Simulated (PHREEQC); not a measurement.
A solution holds 170 mmol/kgw KH2PO4, 0.039 mmol/kgw K2HPO4 and 0.0086 mmol/kgw H4SiO4, at 14 °C. Closed to the air; pH follows from the charge balance.

Computed with PHREEQC (ion-association model, phreeqc.dat).

Each row changes one thing in this solution. This is a speciation only: nothing precipitates in the calculation.

```
case                                              pH  ionic strength (mol/kgw)  HPO4-2 (mol/kgw)  KHPO4- (mol/kgw)
----------------------------------------------  ----  ------------------------  ----------------  ----------------
as made                                         4.42                     0.171          0.000618           6.30e-5
KH2PO4 from 0.17 to 0.187 mol/kgw               4.41                     0.188          0.000679                 ?
0.03 mol/kgw CO2 added                          4.32                     0.171          0.000488           4.97e-5
H4SiO4 left out                                 4.42                     0.171          0.000618           6.30e-5
diluted 5-fold with water                          ?                    0.0342                 ?           4.29e-6
temperature from 14 to 25 °C                    4.43                     0.171                 ?           6.81e-5
KH2PO4 left out                                 8.54                  0.000115           3.72e-5           5.39e-9
H4SiO4 replaced by K2SiO3 at the same molality  4.43                     0.171          0.000626           6.38e-5
```

Fill in the missing entries.


- KH2PO4 from 0.17 to 0.187 mol/kgw, KHPO4- (mol/kgw): 7.35e-5
- diluted 5-fold with water, pH: 4.59
- diluted 5-fold with water, HPO4-2 (mol/kgw): 0.000126
- temperature from 14 to 25 °C, HPO4-2 (mol/kgw): 0.000682

Away from 25 °C the constants follow the database's enthalpies or fits; those with neither stay at their 25 °C values.
